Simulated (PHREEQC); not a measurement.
Na2SO4 is added in steps, without added water, to 1 kg of water holding 23 mmol/kgw Cu(BF4)2 and 0.13 mmol/kgw KCl, at 25 °C. Oxygen alone is held at its pressure in air (log pO2 = -0.68). CO2 from the air is kept out. Only these solids could form: Cu(OH)2, Brochantite, Antlerite, Atacamite, Halite, Mirabilite, Chalcanthite, CuF2:2H2O.

Base run: PHREEQC, ion-association model, wateq4f.dat. Each further column changes one thing. The table gives pH.

```csv
Na2SO4 added (mol),base,Debye-Hückel limiting law,database phreeqc.dat,Davies equation for every ion
0,2.76,2.79,2.76,2.78
0.02333,2.86,2.85,2.85,2.87
0.05833,2.93,2.89,2.93,2.95
0.08167,2.96,2.89,2.96,2.99
0.1167,3.00,2.89,2.99,3.03
0.14,3.01,2.89,3.00,3.05
0.1633,3.03,2.89,3.01,3.07
0.1983,3.04,2.88,3.02,3.10
0.2217,3.05,2.88,3.03,3.12
0.2567,3.07,2.87,3.04,3.14
0.28,3.07,2.87,3.04,3.15
```

Real BF4- forms and hydrolyses slowly; the run takes it at equilibrium. The ionic strength passes 0.7 mol/kgw, the rough limit of the ion-association models, in part of: Debye-Hückel limiting law. phreeqc.dat and wateq4f.dat share most of their constants, so their agreement is no independent check. Solids allowed in the column 'database phreeqc.dat': Halite, Sylvite.
